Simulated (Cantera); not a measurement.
# Low-pressure radical oxidation in H2/O2

An isothermal, constant-pressure homogeneous reactor starts with H₂ : O₂ = 0.018 : 1 (molar parts), equivalence ratio 0.0090, at 1398 K and 1.13 Torr.

Computed with Cantera and the H2/O2 subset of GRI-Mech 3.0, which has no nitrogen chemistry. Radical loss at walls, strong at low pressure, is not modelled.

```tsv
t (s)	x H₂	x O₂	x H₂O₂	x O	x H
2.00e-5	0.0177	0.982	<1e-12	4.84e-11	8.41e-10
8.29e-5	0.0177	0.982	<1e-12	7.40e-10	2.96e-9
0.000344	0.0177	0.982	1.88e-12	8.67e-9	7.50e-9
0.00143	0.0177	0.982	3.12e-11	7.61e-8	1.91e-8
0.00591	0.0177	0.982	4.64e-10	1.99e-6	3.14e-7
0.0245	0.00298	0.969	5.14e-9	0.0107	0.00128
0.102	0.000119	0.966	2.14e-9	0.0150	0.000862
0.421	0.000117	0.966	2.13e-9	0.0148	0.000840
1.75	0.000110	0.967	2.09e-9	0.0138	0.000758
7.24	8.52e-5	0.971	1.94e-9	0.0105	0.000509
30.0	3.71e-5	0.977	1.43e-9	0.00445	0.000142
```
x: mole fraction; the columns are a selection and need not sum to one.

Equilibrium at this temperature and pressure: H₂ 2.04e-7, O₂ 0.982, H₂O₂ 7.54e-11, O 2.36e-5, H 5.56e-8 (gas phase only).
